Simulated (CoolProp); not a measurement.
Vapour-liquid equilibrium of C2F6 (R116) (1) + propane (2) at 245 kPa; x and y are mole fractions of (1).

Values from CoolProp's multi-fluid Helmholtz-energy mixture model, Lemmon 2006 and Lemmon 2009; pair parameters Bell 2016.

```csv
x,"bubble temperature, mixture model (°C)","bubble temperature, Raoult's law (°C)","y, mixture model","y, Raoult's law"
0.05,-40.1,-24.2,0.549,0.188
0.125,-52.1,-29.7,0.749,0.393
0.2,-56.0,-34.3,0.797,0.539
0.275,-57.2,-38.3,0.812,0.646
0.35,-57.5,-41.7,0.816,0.726
0.425,-57.6,-44.7,0.817,0.788
0.5,-57.7,-47.4,0.819,0.837
0.575,-57.9,-49.8,0.823,0.876
0.65,-58.2,-52.0,0.832,0.908
0.725,-58.6,-53.9,0.847,0.935
0.8,-59.1,-55.7,0.871,0.957
0.875,-59.5,-57.4,0.906,0.975
0.95,-59.8,-58.9,0.956,0.991
```

The largest gap from Raoult's law is -22.4 K in bubble temperature, at x = 0.125. No azeotrope shows between x = 0.05 and 0.95.

The pair parameters rest on a limited set of measurements; away from them the model extrapolates. With so large a gap from Raoult's law the liquid may split in two, which this calculation doesn't test in full.
